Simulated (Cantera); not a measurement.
An adiabatic, constant-volume homogeneous reactor starts with 4.17 % CH₃OH, 14.5 % O₂, 81.3 % N₂, equivalence ratio 0.43, at 1025 K and 1.28 atm.

Detailed kinetics in Cantera: GRI-Mech 3.0 (53 species, 325 reactions). GRI-Mech 3.0 was tuned for natural gas; its chemistry of methanol as a main component is partial and can be far from experiment.

Question: Predict: time of steepest temperature rise; temperature at 4.00 s; equilibrium temperature; x(O₂) at 4.00 s; x(N₂O) at 4.00 s.

Answer: 
| Property | Result |
|---|---|
| time of steepest temperature rise | 0.299 s |
| temperature at 4.00 s | 1977 K |
| equilibrium temperature | 1975 K |
| x(O₂) at 4.00 s | 0.0792 (gas-phase equilibrium 0.0788) |
| x(N₂O) at 4.00 s | 4.00e-7 (gas-phase equilibrium 3.99e-7) |
